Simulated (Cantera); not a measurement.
Cantera run:

```python
import numpy as np
import cantera as ct

gas_names = """
    SF6 F2 SF4 PbS F
""".split()
cond_names = """
    PbF2(a) PbF2(b) PbF2(L) PbS(s) PbS(L)
""".split()


# ... load() reads the species with a 1 bar reference pressure and builds the phases ...
species = {s.name: s for s in load("nasa_gas.yaml", gas_names) + load("nasa_condensed.yaml", cond_names)}
# Each term lists the table entries of one substance; the one whose range holds T is used.
reactions = {
    'SF6(g) + PbF2 = PbS + 4 F2(g)':
        [(-1, ['SF6']), (-1, ['PbF2(a)', 'PbF2(b)', 'PbF2(L)']), (1, ['PbS(s)', 'PbS(L)']), (4, ['F2'])],
    'PbF2 + SF4(g) = PbS(g) + 6 F(g)':
        [(-1, ['PbF2(a)', 'PbF2(b)', 'PbF2(L)']), (-1, ['SF4']), (1, ['PbS']), (6, ['F'])],
}


def pick(names, T):
    return next(species[n] for n in names if species[n].thermo.min_temp <= T <= species[n].thermo.max_temp)


results = []
for label, terms in reactions.items():
    print(label)
    print("     T/K   dH/kJ  dS/(J/K)   dG/kJ   log10 K")
    for T in [423, 473, 523, 573, 623, 673, 723, 773]:
        used = [(nu, pick(names, T)) for nu, names in terms]
        dH = sum(nu * s.thermo.h(T) for nu, s in used) / 1e6
        dS = sum(nu * s.thermo.s(T) for nu, s in used) / 1e3
        dG = dH - T * dS / 1e3
        logK = -dG * 1e6 / (ct.gas_constant * T * np.log(10))
        results.append((label, T, dH, dS, dG, logK, [s.name for _, s in used]))
        print(f"{T:8g} {dH:8.1f} {dS:8.1f} {dG:8.1f} {logK:8.2f}")
```

It prints:

```
SF6(g) + PbF2 = PbS + 4 F2(g)
     T/K   dH/kJ  dS/(J/K)   dG/kJ   log10 K
     423   1798.6    496.6   1588.5  -196.15
     473   1797.8    494.9   1563.7  -172.68
     523   1796.8    492.9   1539.0  -153.71
     573   1795.7    490.9   1514.4  -138.05
     623   1792.0    484.7   1490.1  -124.93
     673   1788.3    479.0   1466.0  -113.78
     723   1784.3    473.3   1442.2  -104.19
     773   1780.8    468.5   1418.6   -95.86
PbF2 + SF4(g) = PbS(g) + 6 F(g)
     T/K   dH/kJ  dS/(J/K)   dG/kJ   log10 K
     423   2049.9    796.0   1713.2  -211.55
     473   2050.0    796.2   1673.4  -184.79
     523   2049.8    795.9   1633.6  -163.15
     573   2049.4    795.1   1593.8  -145.29
     623   2046.4    790.0   1554.2  -130.31
     673   2043.3    785.3   1514.8  -117.57
     723   2039.8    780.3   1475.7  -106.61
     773   2036.8    776.2   1436.8   -97.09
```

Cantera with NASA thermochemical tables; ideal gases at 1 bar, condensed phases pure. Condensed species are held in their standard states even where they would react or evaporate.
